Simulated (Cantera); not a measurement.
Feed: 1 mol CH3SiCl3, 0.0034 mol C3H8, 200 mol H2, at 2327 °C and 0.00120 bar.

These are equilibrium values from Cantera (NASA tables, ideal gas, pure condensed phases), not measurements of a reactor. Candidate condensed phases: C, C6H6, C7H8, C8H18, Si, SiC; 109 gas species. The feed counts by its element totals alone. The numbers say what is thermodynamically allowed, not how fast it happens.

### Question
What is the equilibrium state?

### Answer
x(H): 0.646
x(H2): 0.340
x(Cl): 0.00566
x(HCl): 0.00425
x(Si): 0.00310
x(C2H2 (acetylene)): 0.000969
x(C): 0.000218
x(SiC2): 0.000186
x(C2H): 0.000162
gas amount: 302.8 mol
log10 activity of C(graphite) (absent): -0.38
log10 activity of Si(l) (absent): -3.42
